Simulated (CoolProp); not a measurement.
Values from CoolProp's reference Helmholtz-energy equation of state, Beckmüller 2019.

Give the vapour pressure (bar), liquid density (kg/m³), vapour density (kg/m³), enthalpy of vaporisation (kJ/kg) of saturated n-octane at 318.5, 502.3 K.


| T (K) | p (bar) | liquid density (kg/m³) | vapour density (kg/m³) | enthalpy of vaporisation (kJ/kg) |
|---|---|---|---|---|
| 318.5 | 0.0540 | 682 | 0.234 | 352 |
| 502.3 | 9.22 | 490 | 34.3 | 209 |
